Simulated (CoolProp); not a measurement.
Octamethyltrisiloxane (MDM) at 454.15 K and 0.0191 MPa is compressed adiabatically to 0.0676 MPa with isentropic efficiency 0.75. Each further row changes one setting.

The numbers come from the reference Helmholtz-energy equation of state, Thol 2017 in CoolProp.

```tsv
case	work (kJ/kg)	final temperature (K)	final density (kg/m³)
as stated	26.7	469.4	4.24
efficiency 1	20.0	465.9	4.27
efficiency 0.65	30.8	471.6	4.21
```
